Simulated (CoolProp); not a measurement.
Properties of R1336mzz(E) along the isobar 0.998 MPa (Tc = 403.5 K, pc = 2.779 MPa, ω = 0.413).

Values from CoolProp's reference Helmholtz-energy equation of state, Akasaka 2023.

```json
[
 {"T (K)": "236.6", "phase": "liquid", "density (kg/m³)": "[?]", "speed of sound (m/s)": "863.8"},
 {"T (K)": "249.9", "phase": "liquid", "density (kg/m³)": "1460", "speed of sound (m/s)": "799.0"},
 {"T (K)": "263.2", "phase": "liquid", "density (kg/m³)": "1426", "speed of sound (m/s)": "735.4"},
 {"T (K)": "276.6", "phase": "liquid", "density (kg/m³)": "1391", "speed of sound (m/s)": "672.3"},
 {"T (K)": "289.9", "phase": "liquid", "density (kg/m³)": "1353", "speed of sound (m/s)": "610.3"},
 {"T (K)": "303.3", "phase": "liquid", "density (kg/m³)": "[?]", "speed of sound (m/s)": "548.1"},
 {"T (K)": "316.6", "phase": "liquid", "density (kg/m³)": "[?]", "speed of sound (m/s)": "486.3"},
 {"T (K)": "329.9", "phase": "liquid", "density (kg/m³)": "1222", "speed of sound (m/s)": "423.9"},
 {"T (K)": "343.3", "phase": "liquid", "density (kg/m³)": "1167", "speed of sound (m/s)": "359.7"},
 {"T (K)": "356.6", "phase": "gas", "density (kg/m³)": "73.42", "speed of sound (m/s)": "107.3"},
 {"T (K)": "370", "phase": "gas", "density (kg/m³)": "67.13", "speed of sound (m/s)": "114.9"},
 {"T (K)": "383.3", "phase": "gas", "density (kg/m³)": "62.38", "speed of sound (m/s)": "121.2"},
 {"T (K)": "396.7", "phase": "gas", "density (kg/m³)": "58.53", "speed of sound (m/s)": "126.6"},
 {"T (K)": "410", "phase": "gas", "density (kg/m³)": "[?]", "speed of sound (m/s)": "131.4"}
]
```

**Question.** Some entries are withheld; supply them.

**Answer.** 
- 236.6, density (kg/m³): 1493
- 303.3, density (kg/m³): 1313
- 316.6, density (kg/m³): 1270
- 410, density (kg/m³): 55.33
